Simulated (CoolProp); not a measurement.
Properties of ammonia along the isobar 13200 kPa (Tc = 132.4 °C, pc = 11360 kPa, ω = 0.256).

Values from CoolProp's reference Helmholtz-energy equation of state, Gao 2020.

```
T (°C)          phase  density (kg/m³)  expansivity (1/kK)  viscosity (µPa s)  fugacity coefficient
------  -------------  ---------------  ------------------  -----------------  --------------------
19.65          liquid            621.2               2.201                149               0.06691
32.05          liquid            603.8               2.376                132               0.09484
44.45          liquid            585.6               2.593                118                0.1297
56.85          liquid            566.1               2.867                106                0.1719
69.25          liquid            545.2               3.227               94.4                0.2215
81.65          liquid            522.3               3.724               84.2                0.2783
94.05          liquid            496.6               4.462               74.9                0.3418
106.45         liquid            466.6               5.692               65.9                0.4109
118.85         liquid            429.0               8.222               56.9                0.4841
131.25         liquid            372.4               16.88               46.4                0.5589
143.65  supercritical            183.9               73.45               23.6                0.6263
156.05  supercritical            121.3               18.47               19.3                0.6697
168.45  supercritical            101.7               11.20               18.6                0.7039
180.85  supercritical            90.37               8.260               18.5                0.7330
193.25  supercritical            82.47               6.637               18.7                0.7582
```

Viscosity comes from a separate model (Fenghour 1995).
